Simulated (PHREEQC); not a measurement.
Make-up at 5 °C and 50 atm: 0.17 mol/kgw Pb(NO3)2, 0.0026 mol/kgw NaNO3 and 4.4e-06 mol/kgw Cu(NO3)2. Closed to the air; pH follows from the charge balance.

Computed with PHREEQC (ion-association model, phreeqc.dat).

The ionic strength comes out as 0.340 mol/kgw. What activity coefficients do PbNO3+, Na+, Cu+2, H+, Pb+2 get?

PbNO3+ 0.74, Na+ 0.73, Cu+2 0.29, H+ 0.78, Pb+2 0.30.

Precipitation was switched off in this run. Complexes and solids missing from the database can't appear. Under pressure, the constants of complexes without a molar volume in the database are unreliable. At this temperature some constants are extrapolated from 25 °C, and those without enthalpy data are left unchanged.
